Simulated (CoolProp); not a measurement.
Properties of carbonyl sulfide along the isotherm 291 K (Tc = 378.8 K, pc = 63.69 bar, ω = 0.098).

Model: reference Helmholtz-energy equation of state, Lemmon 2006, in CoolProp. It is a short technical equation, of lower accuracy than the large ones.

```
p (bar)   phase  density (kg/m³)  cp (kJ/(kg K))  cv (kJ/(kg K))  isothermal compressibility (1/MPa)  fugacity coefficient
-------  ------  ---------------  --------------  --------------  ----------------------------------  --------------------
38.5     liquid             1021           1.310          0.7058                            0.003371                0.2597
76.9     liquid                ?           1.280          0.7064                            0.002976                0.1427
115      liquid             1044           1.257          0.7073                            0.002674                0.1045
154      liquid             1055           1.237               ?                            0.002428               0.08558
192      liquid             1064           1.221          0.7095                            0.002232               0.07504
231      liquid             1073           1.207          0.7108                                   ?               0.06828
269      liquid             1081           1.196          0.7121                            0.001925               0.06400
308      liquid             1089           1.185          0.7135                            0.001802               0.06112
346      liquid             1096           1.176          0.7148                            0.001698               0.05931
385      liquid             1103           1.168          0.7162                            0.001603               0.05821
423      liquid             1110           1.161          0.7175                            0.001521               0.05769
462      liquid             1116           1.154          0.7189                                   ?               0.05762
500      liquid             1122           1.149          0.7203                            0.001381               0.05793
```

Complete the blanks.


- 76.9, density (kg/m³): 1033
- 154, cv (kJ/(kg K)): 0.7083
- 231, isothermal compressibility (1/MPa): 0.002064
- 462, isothermal compressibility (1/MPa): 0.001446
